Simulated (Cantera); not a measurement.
Mixture: H₂ : O₂ : N₂ = 1 : 0.263 : 0.989 (molar parts), equivalence ratio 1.9, at 10.0 bar, adiabatic and at constant volume. Ignition delay is the time to a rise of 400 K.

Computed with Cantera and GRI-Mech 3.0 (53 species, 325 reactions). The hydrogen kinetics of GRI-Mech 3.0 are dated; newer H2 mechanisms differ, most at raised pressure. Where the delays flatten at high temperature, the 400 K rule measures the pace of heat release, not the induction time.

**Question.** What does this change do: 0.017 parts H2O added?

**Answer.** 
| quantity | before | after |
|---|---|---|
| delay at 1323 K | 4.32 µs | 4.66 µs |
| delay at 1523 K | 1.37 µs | 1.40 µs |
| delay at 1723 K | 0.757 µs | 0.765 µs |
| delay at 1923 K | 0.515 µs | 0.519 µs |
